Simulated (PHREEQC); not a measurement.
Consider water at 25 °C with 2.5 mol K2CO3, 0.22 mol KCl and 4.8 mol KBr per kg of water. Closed to the air; pH follows from the charge balance.

Computed with PHREEQC (Pitzer model, pitzer.dat).

```tsv
quantity	before	after
pH	12.58	14.69
ionic strength (mol/kgw)	12.5	7.52
SI of Sylvite (KCl)	-0.83	-1.03
```

What was changed between the two runs?
A) KCl from 0.22 to 0.198 mol/kgw
B) diluted 5-fold with water
C) K2CO3 replaced by KOH at the same molality
D) diluted 100-fold with water
E) 1 mol/kgw NaHCO3 added

C, K2CO3 replaced by KOH at the same molality

This is a speciation only: nothing precipitates in the calculation. In brines, pH and single-ion activities rest on the MacInnes convention.
